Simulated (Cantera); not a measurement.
**Equilibrium for fluorocarbon and chlorocarbon gases: CF4 + H2**

A closed system holds: 1 mol CF4, a varied amount of H2, equilibrated at 2398 K and 23.0 mbar.

Cantera equilibrium calculation (NASA polynomials, part measured and part estimated; ideal gas, pure solids and liquids). Candidate condensed phases: C, C6H6, C7H8, C8H18; 95 gas species. Gases not in the tables: C2F6 and larger saturated fluorocarbons. Rates play no part.

```json
[
 {"n(H2) (mol)": "0.13", "log p HF": "-2.56", "log p F": "-2.02", "log p CF2": "-2.23", "log p H2": "-10.28", "log p CF4": "-2.36", "log p H": "-6.94", "log p CF3": "-3.48", "log p CF": "-4.22", "n C(graphite)": "0"},
 {"n(H2) (mol)": "0.52", "log p HF": "-2.04", "log p F": "-2.27", "log p CF2": "-2.17", "log p H2": "-8.74", "log p CF4": "-2.81", "log p H": "-6.17", "log p CF3": "-3.67", "log p CF": "-3.90", "n C(graphite)": "0.00799"},
 {"n(H2) (mol)": "0.91", "log p HF": "-1.87", "log p F": "-2.37", "log p CF2": "-2.36", "log p H2": "-8.21", "log p CF4": "-3.18", "log p H": "-5.91", "log p CF3": "-3.95", "log p CF": "-4.00", "n C(graphite)": "0.289"},
 {"n(H2) (mol)": "1.3", "log p HF": "-1.77", "log p F": "-2.49", "log p CF2": "-2.61", "log p H2": "-7.76", "log p CF4": "-3.69", "log p H": "-5.68", "log p CF3": "-4.33", "log p CF": "-4.12", "n C(graphite)": "0.574"},
 {"n(H2) (mol)": "1.7", "log p HF": "-1.69", "log p F": "-2.74", "log p CF2": "-3.10", "log p H2": "-7.12", "log p CF4": "-4.66", "log p H": "-5.36", "log p CF3": "-5.06", "log p CF": "-4.37", "n C(graphite)": "0.854"},
 {"n(H2) (mol)": "2.1", "log p HF": "-1.65", "log p F": "-4.56", "log p CF2": "-6.74", "log p H2": "-3.39", "log p CF4": "-11.96", "log p H": "-3.50", "log p CF3": "-10.53", "log p CF": "-6.19", "n C(graphite)": "0.999"},
 {"n(H2) (mol)": "2.5", "log p HF": "-1.70", "log p F": "-4.96", "log p CF2": "-7.55", "log p H2": "-2.67", "log p CF4": "-13.57", "log p H": "-3.14", "log p CF3": "-11.74", "log p CF": "-6.59", "n C(graphite)": "0.994"},
 {"n(H2) (mol)": "2.9", "log p HF": "-1.74", "log p F": "-5.12", "log p CF2": "-7.86", "log p H2": "-2.44", "log p CF4": "<-13", "log p H": "-3.02", "log p CF3": "-12.21", "log p CF": "-6.75", "n C(graphite)": "0.989"},
 {"n(H2) (mol)": "3.3", "log p HF": "-1.77", "log p F": "-5.22", "log p CF2": "-8.06", "log p H2": "-2.31", "log p CF4": "<-13", "log p H": "-2.96", "log p CF3": "-12.51", "log p CF": "-6.85", "n C(graphite)": "0.984"},
 {"n(H2) (mol)": "3.7", "log p HF": "-1.80", "log p F": "-5.30", "log p CF2": "-8.21", "log p H2": "-2.22", "log p CF4": "<-13", "log p H": "-2.91", "log p CF3": "-12.74", "log p CF": "-6.93", "n C(graphite)": "0.978"}
]
```
log p: log10 of the partial pressure in bar; n: condensed amount in mol.

At 0.13 mol H2 nothing is condensed. From 0.52 mol H2 to 3.7 mol H2 the condensed part is C(graphite). The main C-bearing gas is CF2 at 0.13 mol H2 and C2H2 (acetylene) at 3.7 mol H2. The share of C in condensed phases is highest at 2.1 mol H2 (99.9 %) and lowest at 0.13 mol H2 (0.0 %).
